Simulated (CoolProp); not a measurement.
Vapour-liquid equilibrium of R113 (1) + acetone (2) at 0.0554 bar; x and y are mole fractions of (1).

Model: multi-fluid Helmholtz-energy mixture model, Marx 1992 and Lemmon 2006; pair parameters Bell 2016, in CoolProp.

| x | bubble temperature, mixture model (K) | bubble temperature, Raoult's law (K) | y, mixture model | y, Raoult's law |
|---|---|---|---|---|
| 0.05 | 260.4 | 263.2 | 0.217 | 0.082 |
| 0.125 | 257.1 | 262.3 | 0.397 | 0.196 |
| 0.2 | 255.2 | 261.5 | 0.495 | 0.299 |
| 0.275 | 254.0 | 260.7 | 0.556 | 0.394 |
| 0.35 | 253.3 | 259.9 | 0.596 | 0.481 |
| 0.425 | 252.8 | 259.2 | 0.625 | 0.561 |
| 0.5 | 252.5 | 258.5 | 0.649 | 0.634 |
| 0.575 | 252.3 | 257.8 | 0.670 | 0.702 |
| 0.65 | 252.2 | 257.1 | 0.693 | 0.764 |
| 0.725 | 252.2 | 256.5 | 0.721 | 0.822 |
| 0.8 | 252.2 | 255.8 | 0.758 | 0.876 |
| 0.875 | 252.6 | 255.2 | 0.813 | 0.925 |
| 0.95 | 253.3 | 254.6 | 0.904 | 0.971 |

The largest gap from Raoult's law is -6.7 K in bubble temperature, at x = 0.275. y crosses x between x = 0.65 and 0.725: the model has an azeotrope there.

Pair parameters are fitted to limited data, so mixtures are less certain than the pure fluids.
